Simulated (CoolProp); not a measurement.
A simple Rankine cycle with c-C4F8 (RC318): condensing at 311.15 K, boiler at 1.41 MPa, turbine inlet 499 K, turbine efficiency 0.65, pump efficiency 0.8, no recuperator. Each further row changes one setting.

The numbers come from the reference Helmholtz-energy equation of state, Platzer 1990 in CoolProp. This equation is an older, rougher fit; its heat capacities, sound speeds and derivatives of the liquid may be far off and weren't checked against measurements.

```
case                             thermal efficiency (%)  net work (kJ/kg)  heat in (kJ/kg)  turbine exit temperature (K)  volume ratio over the turbine
-------------------------------  ----------------------  ----------------  ---------------  ----------------------------  -----------------------------
as stated                                           4.8              13.1              272                         481.7                           3.06
condensing temperature 303.15 K                     5.7               ___              281                         478.3                            ___
boiler pressure 0.987 MPa                           ___              9.20              274                         487.6                           2.13
turbine efficiency 0.55                             4.0              11.0              272                         483.8                           3.08
```

### Question
Fill in the missing entries.

### Answer

- condensing temperature 303.15 K, net work (kJ/kg): 16.0
- condensing temperature 303.15 K, volume ratio over the turbine: 3.88
- boiler pressure 0.987 MPa, thermal efficiency (%): 3.4
